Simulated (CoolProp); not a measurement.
Properties of n-octane along the isobar 1.43 bar.

The numbers come from the reference Helmholtz-energy equation of state, Beckmüller 2019 in CoolProp.

```tsv
T (K)	phase	cv (kJ/(kg K))	Joule-Thomson coefficient (K/MPa)	expansivity (1/kK)	Prandtl number	fugacity coefficient
285.2	liquid	1.745	-0.4382	1.129	10.2	0.006113
290.3	liquid	1.761	-0.4315	1.140	9.77	0.008358
295.4	liquid	1.778	-0.4246	1.151	9.35	0.01128
300.5	liquid	1.795	-0.4176	1.163	8.98	0.01503
305.6	liquid	1.812	-0.4103	1.175	8.64	0.01979
310.8	liquid	1.831	-0.4028	1.189	8.32	0.02590
315.9	liquid	1.849	-0.3952	1.203	8.04	0.03336
321	liquid	1.867	-0.3873	1.217	7.79	0.04255
326.1	liquid	1.885	-0.3793	1.233	7.55	0.05375
331.2	liquid	1.904	-0.3711	1.249	7.33	0.06729
336.3	liquid	1.923	-0.3626	1.266	7.13	0.08352
341.4	liquid	1.942	-0.3539	1.283	6.94	0.1028
346.5	liquid	1.961	-0.3450	1.302	6.77	0.1256
351.6	liquid	1.981	-0.3357	1.322	6.61	0.1523
356.7	liquid	2.000	-0.3262	1.343	6.46	0.1834
361.8	liquid	2.020	-0.3163	1.365	6.32	0.2193
```

Viscosity comes from a separate model (Huber 2004). Thermal conductivity comes from a separate model (Huber 2005).
